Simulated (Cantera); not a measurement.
Feed: 1 mol Si₃N₄, 3.8 mol CO₂, 13 mol H₂, equilibrated at 63.8 Torr.

Cantera equilibrium calculation (NASA polynomials, part measured and part estimated; ideal gas, pure solids and liquids). Candidate condensed phases: C, C₆H₆, C₇H₈, C₈H₁₈, H₂O, Si, SiC, SiO₂, Si₂N₂O, Si₃N₄; 151 gas species. Mutual solubility and eutectic melting of coexisting phases are not modelled. The tables hold silica as quartz up to 1696 K and as liquid above; real silica turns to tridymite and cristobalite and melts near 1996 K. Equilibrium is a limit: real reactors are often held back by kinetics, nucleation or transport.

Question: Which condensed phases are stable at each of these points (T (K)): 1225, 1300, 1375, 1450, 1525, 1600, 1675, 1750, 1825, 1900, 1975, 2050, 2125, 2200?

Answer: 
```
T (K)                          condensed phases  Si condensed (%)
-----  ----------------------------------------  ----------------
1225               C(graphite) + SiO₂(β-quartz)             100.0
1300   C(graphite) + SiO₂(β-quartz) + Si₂N₂O(s)             100.0
1375                 SiO₂(β-quartz) + Si₂N₂O(s)             100.0
1450                 SiO₂(β-quartz) + Si₂N₂O(s)             100.0
1525                 SiO₂(β-quartz) + Si₂N₂O(s)              99.8
1600                 SiO₂(β-quartz) + Si₂N₂O(s)              98.9
1675                 SiO₂(β-quartz) + Si₂N₂O(s)              94.3
1750                SiO₂(condensed) + Si₂N₂O(s)              73.4
1825                            SiO₂(condensed)              26.5
1900                            SiO₂(condensed)              26.0
1975                            SiO₂(condensed)              24.2
2050                                    SiO₂(l)              19.5
2125                                    SiO₂(l)               8.4
2200                                   gas only               0.0
```

At 1225 K the condensed part is C(graphite) + SiO₂(β-quartz). At 1300 K the condensed part is C(graphite) + SiO₂(β-quartz) + Si₂N₂O(s). From 1375 K to 1675 K the condensed part is SiO₂(β-quartz) + Si₂N₂O(s). At 1750 K the condensed part is SiO₂(condensed) + Si₂N₂O(s). From 1825 K to 1975 K the condensed part is SiO₂(condensed). From 2050 K to 2125 K the condensed part is SiO₂(l). At 2200 K nothing is condensed.
